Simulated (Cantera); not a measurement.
Input (Python, Cantera) and output of one run.

```python
import numpy as np
import cantera as ct

gas_names = """
    C CH CH2 CH3 CH4 CN C2 C2H C2H2,acetylene C2H2,vinylidene C2H3,vinyl CH3CN C2H4 C2H5 C2H6 CCN CNC
    C2N2 C3 C3H3,propargyl C3H4,allene C3H4,propyne C3H4,cyclo- C3H5,allyl C3H6,propylene C3H6,cyclo-
    C3H7,n-propyl C3H7,i-propyl C3H8 C4 C4H2 C4H4,1,3-cyclo- C4H6,butadiene C4H6,2-butyne C4H6,cyclo-
    C4H8,1-butene C4H8,cis2-buten C4H8,tr2-butene C4H8,isobutene C4H8,cyclo- C4H9,n-butyl C4H9,i-butyl
    C4H9,s-butyl C4H9,t-butyl C4H10,isobutane C4H10,n-butane C4N2 C5 C5H6,1,3cyclo- C5H8,cyclo-
    C5H10,1-pentene C5H10,cyclo- C5H11,pentyl C5H11,t-pentyl C5H12,n-pentane C5H12,i-pentane
    CH3C(CH3)2CH3 C6H2 C6H5,phenyl C6H6 C6H10,cyclo- C6H12,1-hexene C6H12,cyclo- C6H13,n-hexyl
    C7H7,benzyl C7H8 C7H14,1-heptene C7H15,n-heptyl C7H16,n-heptane C8H8,styrene C8H10,ethylbenz
    C8H16,1-octene C8H17,n-octyl C8H18,isooctane C8H18,n-octane C9H19,n-nonyl C10H8,naphthale
    C10H21,n-decyl C12H9,o-bipheny C12H10,bipheny H HCN HCCN HNC H2 N NH NH2 NH3 N2 N2H2 N2H4
""".split()
cond_names = """
    C(gr) C6H6(L) C7H8(L) C8H18(L),n-octa
""".split()


def load(file, names, dense=False):
    # The tables refer to 1 bar. Condensed volumes are neglected.
    table = {s.name: s for s in ct.Species.list_from_file(file)}
    out = []
    for n in names:
        d = dict(table[n].input_data)
        d["thermo"] = dict(d["thermo"], **{"reference-pressure": 1e5})
        if dense:
            d["equation-of-state"] = {"model": "constant-volume", "density": "1e6 g/cm^3"}
        out.append(ct.Species.from_dict(d))
    return out


gas = ct.Solution(thermo="ideal-gas", species=load("nasa_gas.yaml", gas_names))
cond = {s.name: ct.Solution(thermo="fixed-stoichiometry", species=[s], name=s.name)
        for s in load("nasa_condensed.yaml", cond_names, dense=True)}
atoms = {
    'toluene': {'C': 7, 'H': 8},
    'NH3': {'N': 1, 'H': 3},
}
top_T = {'C(gr)': 4500}  # K; cautious upper limits of use, not melting points


def equilibrate(T, P, feed):
    n = {}
    for name, mol in feed.items():
        for a, k in atoms[name].items():
            n[a] = n.get(a, 0.0) + k * mol
    gas.TPX = T, P, n
    mass = sum(n.values()) * gas.mean_molecular_weight
    gas.equilibrate("TP")
    valid = [c for c in cond.values() if c.min_temp <= T <= top_T.get(c.name, c.max_temp)]
    mix = ct.Mixture([(gas, mass / gas.mean_molecular_weight)] + [(c, 0.0) for c in valid])
    mix.T, mix.P = T, P
    mix.equilibrate("TP", solver="vcs", rtol=1e-11, max_steps=5000)
    return mix


results = []
feed = {'toluene': 1, 'NH3': 2.4}  # mol
T = 2373.15  # K
P = 101325  # Pa
mix = equilibrate(T, P, feed)
results.append((T, P, feed, dict(zip(mix.species_names, mix.species_moles))))
print(gas.report(threshold=0.0001))
for i in range(1, mix.n_phases):
    print(f"{mix.phase(i).name:16s} {mix.phase_moles(i):12.5e} mol")
```

Output:

```
       temperature   2373.2 K
          pressure   1.0133e+05 Pa
           density   0.030153 kg/m^3
  mean mol. weight   5.8718 kg/kmol
   phase of matter   gas

                          1 kg             1 kmol
                     ---------------   ---------------
          enthalpy        1.2578e+07        7.3853e+07  J
   internal energy        9.2173e+06        5.4122e+07  J
           entropy             35659        2.0938e+05  J/K
    Gibbs function       -7.2047e+07       -4.2304e+08  J
 heat capacity c_p            6137.7             36040  J/K
 heat capacity c_v            4721.7             27725  J/K

                      mass frac. Y      mole frac. X     chem. pot. / RT
                     ---------------   ---------------   ---------------
               CH4        0.00036202         0.0001325            -43.55
    C2H2,acetylene          0.022859         0.0051548            -26.49
                 H         0.0021811          0.012705           -10.102
               HCN          0.075905          0.016491           -28.038
               HNC         0.0076194         0.0016554           -28.038
                H2           0.28749           0.83734           -20.203
                N2            0.6032           0.12643           -29.586
     [  +85 minor]        0.00038386         8.618e-05

C(gr)             6.74559e+00 mol
```

Method: chemical equilibrium by Gibbs-energy minimisation in Cantera with the NASA 1993 tables (ideal gas, pure condensed phases).
